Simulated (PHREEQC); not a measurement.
0.013 g of hydrous ferric oxide (600 m²/g; 0.2 weak and 0.005 strong sites per Fe, Dzombak-Morel constants, diffuse double layer) in 1 kg of water with 0.005 mol/kgw of an inert sodium salt and 0.025 mmol/kgw MgCl2, at 25 °C; the pH is set by adding NaOH or the inert anion's acid. Oxygen alone is held at its pressure in air (log pO2 = -0.68). CO2 from the air is kept out. Nothing may precipitate in this run.

The numbers come from PHREEQC with the ion-association model, wateq4f.dat.

| pH | Mg sorbed (%) | surface charge σ (C/m²) | surface potential ψ (mV) |
|---|---|---|---|
| 4 | 0.0 | 0.183 | 194 |
| 4.38 | 0.0 | 0.143 | 181 |
| 4.75 | 0.0 | 0.110 | 168 |
| 5.12 | 0.0 | 0.082 | 153 |
| 5.5 | 0.0 | 0.060 | 137 |
| 5.88 | 0.0 | 0.042 | 119 |
| 6.25 | 0.0 | 0.029 | 101 |
| 6.62 | 0.0 | 0.020 | 82 |
| 7 | 0.0 | 0.013 | 62 |
| 7.38 | 0.2 | 0.007 | 41 |
| 7.75 | 1.0 | 0.004 | 21 |
| 8.12 | 4.4 | 0.001 | 3 |
| 8.5 | 13.6 | -0.001 | -9 |
| 8.88 | 26.7 | -0.002 | -15 |
| 9.25 | 38.8 | -0.003 | -18 |
| 9.62 | 47.9 | -0.003 | -21 |
| 10 | 53.6 | -0.004 | -22 |
